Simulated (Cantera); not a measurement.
Source: NASA polynomial tables (part measured, part estimated), evaluated in Cantera. Values are per mole of reaction as written; species without (g) are pure solids or liquids, kept so even where they would boil at 1 bar.

Task: Between 425 and 825 K, where is each reaction favourable under standard conditions?
- 2 Cs + 2 HCl(g) → H₂(g) + 2 CsCl

Result: 
- 2 Cs + 2 HCl(g) → H₂(g) + 2 CsCl: ΔG° is -610 kJ at 425 K and -526 kJ at 825 K; it stays negative (K > 1). ΔH° is -684 kJ and ΔS° -191 J/K at 825 K.
